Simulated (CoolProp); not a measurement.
Ethane at 500.19 K and 0.626 MPa flows at 0.45 m/s in a round tube of 1 mm bore and 15 µm roughness, fully developed (64/Re and Nu = 3.66 if laminar; Colebrook and Gnielinski if turbulent). Each further row changes one setting.

Model: reference Helmholtz-energy equation of state, Bücker 2006, in CoolProp.

| case | Reynolds number | Darcy friction factor | pressure drop (Pa/m) | heat-transfer coefficient (W/(m² K)) | mass flow (kg/h) |
|---|---|---|---|---|---|
| as stated | 138 | (withheld) | (withheld) | 198 | 0.00580 |
| velocity 0.9 m/s | 276 | 0.232 | (withheld) | 198 | 0.0116 |
| diameter 2 mm | 276 | 0.232 | (withheld) | (withheld) | (withheld) |

Task: Complete the blanks.

Result: 
- as stated, Darcy friction factor: 0.464
- as stated, pressure drop (Pa/m): 214
- velocity 0.9 m/s, pressure drop (Pa/m): 429
- diameter 2 mm, pressure drop (Pa/m): 53.6
- diameter 2 mm, heat-transfer coefficient (W/(m² K)): 98.8
- diameter 2 mm, mass flow (kg/h): 0.0232

Viscosity comes from a separate model (Friend 1991). Thermal conductivity comes from a separate model (Friend 1991).
